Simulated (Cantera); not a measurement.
## BN + H2 (sublimation and decomposition of ceramics)

Input: 1 mol BN, 0.041 mol H2, at 0.720 bar.

Cantera equilibrium calculation (NASA polynomials, part measured and part estimated; ideal gas, pure solids and liquids). Candidate condensed phases: B, BN; 15 gas species. Mutual solubility and eutectic melting of coexisting phases are not modelled. The tables' values for BH2 are old estimates; treat these amounts as uncertain. Gases not in the tables: B2H6 and higher boranes. Rates play no part.

```json
[
 {"T (°C)": "1127", "x H2": "1.000", "x N2": "1.56e-7", "x H": "5.73e-6", "x BH2": "1.72e-7", "x B": "<1e-12", "x BN": "<1e-12", "x BH": "<1e-12", "n BN(s)": "1.00", "n B(s)": "0", "n B(l)": "0"},
 {"T (°C)": "1227", "x H2": "1.000", "x N2": "7.43e-7", "x H": "2.07e-5", "x BH2": "9.98e-7", "x B": "<1e-12", "x BN": "<1e-12", "x BH": "6.08e-12", "n BN(s)": "1.00", "n B(s)": "0", "n B(l)": "0"},
 {"T (°C)": "1327", "x H2": "1.000", "x N2": "2.98e-6", "x H": "6.41e-5", "x BH2": "4.58e-6", "x B": "7.71e-12", "x BN": "<1e-12", "x BH": "9.39e-11", "n BN(s)": "1.00", "n B(s)": "0", "n B(l)": "0"},
 {"T (°C)": "1427", "x H2": "1.000", "x N2": "1.03e-5", "x H": "0.000174", "x BH2": "1.74e-5", "x B": "1.46e-10", "x BN": "1.10e-12", "x BH": "1.04e-9", "n BN(s)": "1.000", "n B(s)": "0", "n B(l)": "0"},
 {"T (°C)": "1527", "x H2": "0.999", "x N2": "3.17e-5", "x H": "0.000422", "x BH2": "5.62e-5", "x B": "1.97e-9", "x BN": "1.84e-11", "x BH": "8.65e-9", "n BN(s)": "1.000", "n B(s)": "0", "n B(l)": "0"},
 {"T (°C)": "1627", "x H2": "0.999", "x N2": "8.69e-5", "x H": "0.000935", "x BH2": "0.000159", "x B": "2.00e-8", "x BN": "2.29e-10", "x BH": "5.73e-8", "n BN(s)": "1.000", "n B(s)": "0", "n B(l)": "0"},
 {"T (°C)": "1727", "x H2": "0.997", "x N2": "0.000216", "x H": "0.00191", "x BH2": "0.000406", "x B": "1.61e-7", "x BN": "2.20e-9", "x BH": "3.12e-7", "n BN(s)": "1.000", "n B(s)": "0", "n B(l)": "0"},
 {"T (°C)": "1827", "x H2": "0.995", "x N2": "0.000677", "x H": "0.00366", "x BH2": "0.000804", "x B": "9.02e-7", "x BN": "1.70e-8", "x BH": "1.23e-6", "n BN(s)": "1.000", "n B(s)": "0", "n B(l)": "0"},
 {"T (°C)": "1927", "x H2": "0.990", "x N2": "0.00246", "x H": "0.00660", "x BH2": "0.00131", "x B": "3.80e-6", "x BN": "1.09e-7", "x BH": "3.76e-6", "n BN(s)": "1.000", "n B(s)": "0.000147", "n B(l)": "0"},
 {"T (°C)": "2027", "x H2": "0.979", "x N2": "0.00799", "x H": "0.0113", "x BH2": "0.00204", "x B": "1.41e-5", "x BN": "5.91e-7", "x BH": "1.04e-5", "n BN(s)": "0.999", "n B(s)": "0.000576", "n B(l)": "0"},
 {"T (°C)": "2127", "x H2": "0.953", "x N2": "0.0262", "x H": "0.0183", "x BH2": "0.00283", "x B": "4.43e-5", "x BN": "2.78e-6", "x BH": "2.46e-5", "n BN(s)": "0.998", "n B(s)": "0", "n B(l)": "0.00210"},
 {"T (°C)": "2227", "x H2": "0.882", "x N2": "0.0864", "x H": "0.0278", "x BH2": "0.00346", "x B": "0.000120", "x BN": "1.15e-5", "x BH": "5.04e-5", "n BN(s)": "0.992", "n B(s)": "0", "n B(l)": "0.00771"},
 {"T (°C)": "2327", "x H2": "0.698", "x N2": "0.260", "x H": "0.0378", "x BH2": "0.00353", "x B": "0.000303", "x BN": "4.27e-5", "x BH": "8.98e-5", "n BN(s)": "0.970", "n B(s)": "0", "n B(l)": "0.0294"},
 {"T (°C)": "2427", "x H2": "0.242", "x N2": "0.723", "x H": "0.0329", "x BH2": "0.00154", "x B": "0.000709", "x BN": "0.000144", "x BH": "0.000100", "n BN(s)": "0.772", "n B(s)": "0", "n B(l)": "0.228"}
]
```
x: gas mole fraction; n: condensed amount in mol.

From 1127 °C to 1827 °C the condensed part is BN(s). From 1927 °C to 2027 °C the condensed part is B(s) + BN(s). From 2127 °C to 2427 °C the condensed part is B(l) + BN(s).
